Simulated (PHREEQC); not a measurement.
**Brine**

Make-up at 25 °C: 3.3 mol MgCl2 and 0.45 mol MnCl2 per kg of water. Closed to the air; pH follows from the charge balance.

Model: Pitzer model, pitzer.dat, run in PHREEQC.

Each row changes one thing in this solution. No solid was allowed to form.

```tsv
case	pH	MgOH+ (mol/kgw)	SI of Bischofite (MgCl2:6H2O)	SI of MgCl2_4H2O (MgCl2:4H2O)
as made	4.06	2.56e-6	-1.71	-3.68
MgCl2 from 3.3 to 4.95 mol/kgw	2.90	4.35e-6	-0.39	-1.96
MnCl2 from 0.45 to 0.405 mol/kgw	4.08	2.51e-6	-1.73	-3.72
```

Species that the database lacks are ignored. In brines, pH and single-ion activities rest on the MacInnes convention.
